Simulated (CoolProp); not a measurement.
Vapour-liquid equilibrium of R143a (1) + R152A (2) at 23.05 °C; x and y are mole fractions of (1).

The numbers come from the multi-fluid Helmholtz-energy mixture model, Lemmon and Jacobsen 2000 and Outcalt 1996; pair parameters Bell 2016 in CoolProp.

```tsv
x	bubble pressure, mixture model (MPa)	bubble pressure, Raoult's law (MPa)	y, mixture model	y, Raoult's law
0.05	0.6029	0.5945	?	0.101
0.125	0.6600	0.6422	0.232	0.233
0.2	?	0.6899	0.338	0.347
0.275	0.7652	0.7376	?	0.447
0.35	0.8144	0.7853	0.508	0.534
0.425	?	0.8330	0.579	0.612
0.5	0.9079	0.8807	?	0.681
0.575	0.9528	0.9284	0.703	0.742
0.65	0.9970	0.9761	?	0.798
0.725	1.041	1.024	0.814	0.849
0.8	1.084	1.072	0.866	0.895
0.875	1.127	1.119	0.917	0.937
0.95	1.170	1.167	0.967	0.976
```

Some entries are withheld; supply them.


- 0.05, y, mixture model: 0.103
- 0.2, bubble pressure, mixture model (MPa): 0.7139
- 0.275, y, mixture model: 0.429
- 0.425, bubble pressure, mixture model (MPa): 0.8618
- 0.5, y, mixture model: 0.643
- 0.65, y, mixture model: 0.760

The largest gap from Raoult's law is +3.7 % in bubble pressure, at x = 0.275. No azeotrope shows between x = 0.05 and 0.95.

Pair parameters are fitted to limited data, so mixtures are less certain than the pure fluids.
